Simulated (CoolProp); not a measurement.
Saturated liquid density (kg/m³) of acetone: the reference equation beside estimates from Tc = 508.1 K, pc = 46.92 bar, ω = 0.307. Rackett uses Z = 0.29056 − 0.08775 ω.

Computed with CoolProp (reference Helmholtz-energy equation of state, Lemmon 2006). It is a short technical equation, of lower accuracy than the large ones.

```json
[
 {"T (K)": "335.2", "reference": "741.8", "Rackett": "651.9", "van der Waals": "380.7", "Redlich-Kwong": "555.8", "Soave-Redlich-Kwong": "581.0", "Peng-Robinson": "656.8"},
 {"T (K)": "347.6", "reference": "726.7", "Rackett": "638.6", "van der Waals": "373.2", "Redlich-Kwong": "542.7", "Soave-Redlich-Kwong": "568.8", "Peng-Robinson": "643.6"},
 {"T (K)": "360", "reference": "711.1", "Rackett": "624.9", "van der Waals": "365.5", "Redlich-Kwong": "528.9", "Soave-Redlich-Kwong": "555.8", "Peng-Robinson": "629.4"},
 {"T (K)": "372.4", "reference": "694.8", "Rackett": "610.6", "van der Waals": "357.3", "Redlich-Kwong": "514.4", "Soave-Redlich-Kwong": "541.9", "Peng-Robinson": "614.1"},
 {"T (K)": "384.8", "reference": "677.9", "Rackett": "595.7", "van der Waals": "348.7", "Redlich-Kwong": "499.0", "Soave-Redlich-Kwong": "527.0", "Peng-Robinson": "597.5"},
 {"T (K)": "397.3", "reference": "659.9", "Rackett": "580.0", "van der Waals": "339.6", "Redlich-Kwong": "482.6", "Soave-Redlich-Kwong": "510.7", "Peng-Robinson": "579.4"},
 {"T (K)": "409.7", "reference": "641.1", "Rackett": "563.5", "van der Waals": "329.9", "Redlich-Kwong": "465.2", "Soave-Redlich-Kwong": "493.3", "Peng-Robinson": "559.9"},
 {"T (K)": "422.1", "reference": "621.0", "Rackett": "546.1", "van der Waals": "319.6", "Redlich-Kwong": "446.6", "Soave-Redlich-Kwong": "474.3", "Peng-Robinson": "538.4"},
 {"T (K)": "434.5", "reference": "599.3", "Rackett": "527.3", "van der Waals": "308.5", "Redlich-Kwong": "426.5", "Soave-Redlich-Kwong": "453.5", "Peng-Robinson": "514.7"},
 {"T (K)": "446.9", "reference": "575.7", "Rackett": "506.9", "van der Waals": "296.3", "Redlich-Kwong": "404.7", "Soave-Redlich-Kwong": "430.4", "Peng-Robinson": "488.2"},
 {"T (K)": "459.3", "reference": "549.4", "Rackett": "484.3", "van der Waals": "282.8", "Redlich-Kwong": "380.5", "Soave-Redlich-Kwong": "404.4", "Peng-Robinson": "458.1"},
 {"T (K)": "471.7", "reference": "519.4", "Rackett": "458.5", "van der Waals": "267.4", "Redlich-Kwong": "353.3", "Soave-Redlich-Kwong": "374.6", "Peng-Robinson": "423.4"},
 {"T (K)": "484.1", "reference": "483.3", "Rackett": "427.3", "van der Waals": "249.2", "Redlich-Kwong": "321.3", "Soave-Redlich-Kwong": "339.1", "Peng-Robinson": "381.5"},
 {"T (K)": "496.5", "reference": "434.8", "Rackett": "384.9", "van der Waals": "225.3", "Redlich-Kwong": "280.3", "Soave-Redlich-Kwong": "292.7", "Peng-Robinson": "326.6"}
]
```

Absolute difference from the reference over all 14 rows, mean and median: Rackett 12.0 and 12.1 %, van der Waals 48.5 and 48.5 %, Redlich-Kwong 28.6 and 27.8 %, Soave-Redlich-Kwong 24.7 and 23.3 %, Peng-Robinson 14.7 and 13.0 %.
